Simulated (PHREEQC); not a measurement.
Consider water at 25 °C with 0.41 mol NaBr, 0.21 mol KCl and 0.39 mol NaCl per kg of water. Closed to the air; pH follows from the charge balance.

Equilibrium calculation in PHREEQC: Pitzer model, pitzer.dat.

Precipitation was switched off in this run.

Problem. What activity of water does the model give?

Solution. activity of water 0.967.
